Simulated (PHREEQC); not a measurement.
0.5 g of hydrous ferric oxide (600 m²/g; 0.2 weak and 0.005 strong sites per Fe, Dzombak-Morel constants, diffuse double layer) in 1 kg of water with 0.3 mol/kgw of an inert sodium salt, at 25 °C; the pH is set by adding NaOH or the inert anion's acid. Oxygen alone is held at its pressure in air (log pO2 = -0.68). The system is closed to CO2. Nothing may precipitate in this run.

All values are PHREEQC results (ion-association model, wateq4f.dat), not measurements.

| pH | surface charge σ (C/m²) | surface potential ψ (mV) |
|---|---|---|
| 4 | 0.349 | 123 |
| 4.75 | 0.296 | 115 |
| 5.5 | 0.210 | 98 |
| 6.25 | 0.129 | 74 |
| 7 | 0.066 | 46 |
| 7.75 | 0.020 | 15 |
| 8.5 | -0.021 | -17 |
| 9.25 | -0.068 | -48 |
| 10 | -0.132 | -75 |
